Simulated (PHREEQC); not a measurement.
# Leach liquor (model solution)

A solution holds 0.062 mol HCl and 0.022 mol Li2SO4 per kg of water, at 25 °C. Closed to the air; pH follows from the charge balance.

All values are PHREEQC results (ion-association model, phreeqc.dat), not measurements.

No solid was allowed to form.

Q: Estimate the pH, ionic strength, specific conductance.

A: pH 1.40; ionic strength 0.0991 mol/kgw; specific conductance 20800 µS/cm.

Q: In which forms is S present?

A: HSO4- 63 %, SO4-2 34 %, LiSO4- 2.5 % of the S.
